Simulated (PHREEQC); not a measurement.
# Buffer (model solution)

A solution holds 2.3 mmol/kgw H3BO3 and 0.69 mmol/kgw NaOH, at 25 °C. Closed to the air; pH follows from the charge balance.

Equilibrium calculation in PHREEQC: ion-association model, phreeqc.dat.

Each row changes one thing in this solution. Precipitation was switched off in this run.

```json
[
 {"case": "as made", "pH": "8.85", "ionic strength (mol/kgw)": "0.000690"},
 {"case": "H3BO3 left out", "pH": "10.82", "ionic strength (mol/kgw)": "0.000690"},
 {"case": "H3BO3 from 0.0023 to 0.00253 mol/kgw", "pH": "8.79", "ionic strength (mol/kgw)": "0.000690"},
 {"case": "H3BO3 from 0.0023 to 0.0046 mol/kgw", "pH": "8.47", "ionic strength (mol/kgw)": "0.000690"},
 {"case": "NaOH from 0.00069 to 6.9e-05 mol/kgw", "pH": "7.72", "ionic strength (mol/kgw)": "6.90e-5"},
 {"case": "NaOH left out", "pH": "5.94", "ionic strength (mol/kgw)": "1.16e-6"}
]
```
